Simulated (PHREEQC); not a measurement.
Synthetic water in mmol/kgw, 25 °C, pH 3.84:

| constituent | mmol/kgw |
|---|---|
| Na | 70 |
| K | 1.31 |
| Ca | 2.68 |
| Mg | 23.2 |
| Cl | 28.2 |
| S(6) | 50.6 |

Valence states are taken as typed.

Computed with PHREEQC (Pitzer model, pitzer.dat).

Each row changes one thing in this solution. This is a speciation only: nothing precipitates in the calculation.

| case | HSO4- (mol/kgw) | MgOH+ (mol/kgw) | SI of Gypsum (CaSO4:2H2O) | SI of Epsomite (MgSO4:7H2O) |
|---|---|---|---|---|
| as made | 0.000211 | 8.24e-11 | -0.64 | -2.38 |
| all concentrations times 3 at the same typed pH | 0.000376 | 1.96e-10 | -0.14 | -1.87 |
| temperature from 25 to 75 °C at the same typed pH | 0.000818 | 2.82e-9 | -0.64 | -2.81 |

Constants without temperature data keep their 25 °C values here.
